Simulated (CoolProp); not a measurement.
Vapour-liquid equilibrium of toluene (1) + n-decane (2) at 346.5 K; x and y are mole fractions of (1).

The numbers come from the multi-fluid Helmholtz-energy mixture model, Lemmon 2006 and Lemmon 2006; pair parameters Bell 2016 in CoolProp.

| x | bubble pressure (bar) | y at the bubble point | dew pressure at overall composition x (bar) | liquid density (mol/L) |
|---|---|---|---|---|
| 0.05 | 0.04511 | 0.370 | 0.03129 | 4.960 |
| 0.15 | 0.07726 | 0.671 | (withheld) | (withheld) |
| 0.25 | 0.1096 | 0.795 | 0.03869 | 5.493 |
| 0.35 | 0.1406 | 0.860 | (withheld) | 5.797 |
| 0.45 | (withheld) | 0.900 | 0.05071 | (withheld) |
| 0.55 | (withheld) | 0.927 | 0.06005 | (withheld) |
| 0.65 | 0.2210 | 0.947 | 0.07365 | 6.922 |
| 0.75 | 0.2450 | 0.964 | 0.09526 | 7.390 |
| 0.85 | 0.2691 | 0.979 | 0.1348 | 7.920 |
| 0.95 | (withheld) | 0.993 | 0.2245 | 8.524 |

### Question
Some entries are withheld; supply them.

### Answer

- 0.15, dew pressure at overall composition x (bar): 0.03460
- 0.15, liquid density (mol/L): 5.215
- 0.35, dew pressure at overall composition x (bar): 0.04389
- 0.45, bubble pressure (bar): 0.1694
- 0.45, liquid density (mol/L): 6.133
- 0.55, bubble pressure (bar): 0.1960
- 0.55, liquid density (mol/L): 6.506
- 0.95, bubble pressure (bar): 0.2941

No azeotrope shows between x = 0.05 and 0.95.

The pair parameters rest on a limited set of measurements; away from them the model extrapolates.
